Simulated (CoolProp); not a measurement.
A Linde-Hampson liquefier for CF4 (R14): isothermal reversible compression at 320 K from 1 atm to 40 MPa, throttling to 1 atm, return gas leaving the recuperator 5 K below the feed. Each further row changes one setting.

Computed with CoolProp (reference Helmholtz-energy equation of state, Platzer 1990). This equation is an older, rougher fit; its heat capacities, sound speeds and derivatives of the liquid may be far off and weren't checked against measurements.

| case | liquid yield per pass | compression work (kJ/kg of gas) |
|---|---|---|
| as stated | 0.242 | 169 |
| warm-end temperature 350 K | 0.191 | 190 |
| warm-end gap 10 K | 0.230 | 169 |
